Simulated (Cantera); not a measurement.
Input: 1 mol HCl, 0.64 mol H2O, 0.67 mol O2, at 2373.15 K and 1 atm.

Cantera equilibrium calculation (NASA polynomials, part measured and part estimated; ideal gas, pure solids and liquids). Candidate condensed phases: H2O; 14 gas species. Kinetics and transport are ignored.

**Question.** What is the equilibrium state?

**Answer.** 
```json
{
  "x(HCl)": "0.340",
  "x(H2O)": "0.300",
  "x(O2)": "0.257",
  "x(Cl)": "0.0789",
  "x(OH)": "0.0173",
  "x(O)": "0.00377",
  "x(H2)": "0.00183",
  "x(Cl2)": "0.00104",
  "x(H)": "0.000594",
  "gas_amount": "2.373 mol"
}
```
